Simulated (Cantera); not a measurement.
A closed system holds: 1 mol CHF₃, 0.067 mol CH₄, a varied amount of H₂, held at 2500 K and 4800 Pa.

Method: chemical equilibrium by Gibbs-energy minimisation in Cantera with the NASA 1993 tables (ideal gas, pure condensed phases). Candidate condensed phases: C, C₆H₆, C₇H₈, C₈H₁₈; 95 gas species. The numbers say what is thermodynamically allowed, not how fast it happens.

Q: At 0.91 mol H₂, list the 7 most abundant gas species with their mole fractions, and the condensed phases.

A: HF 0.976, H 0.0114, H₂ 0.00981, F 0.00236, C₂H₂ (acetylene) 0.000106, CF 7.72e-5, CF₂ 3.05e-5. Condensed: C(graphite).
